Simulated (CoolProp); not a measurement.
Vapour-liquid equilibrium of propylene (1) + benzene (2) at 320.7 K; x and y are mole fractions of (1).

Values from CoolProp's multi-fluid Helmholtz-energy mixture model, Lemmon 2013 and Thol 2012; pair parameters Bell 2016.

| x | bubble pressure (MPa) | y at the bubble point | dew pressure at overall composition x (MPa) | liquid density (mol/L) |
|---|---|---|---|---|
| 0.05 | 0.1695 | 0.806 | 0.03470 | 10.95 |
| 0.15 | 0.4172 | 0.922 | 0.03879 | 11.11 |
| 0.25 | 0.6338 | 0.950 | 0.04398 | 11.26 |
| 0.35 | 0.8238 | 0.963 | 0.05076 | 11.40 |
| 0.45 | 0.9932 | 0.971 | 0.05999 | 11.51 |
| 0.55 | 1.149 | 0.976 | 0.07330 | 11.60 |
| 0.65 | 1.298 | 0.981 | 0.09419 | 11.64 |
| 0.75 | 1.451 | 0.985 | 0.1317 | 11.62 |
| 0.85 | 1.620 | 0.990 | 0.2186 | 11.51 |
| 0.95 | 1.823 | 0.996 | 0.6315 | 11.24 |

No azeotrope shows between x = 0.05 and 0.95.

The pair parameters rest on a limited set of measurements; away from them the model extrapolates. The gap from Raoult's law changes sign with composition, which may be real or a fault of the pair parameters; it wasn't checked against measurements.
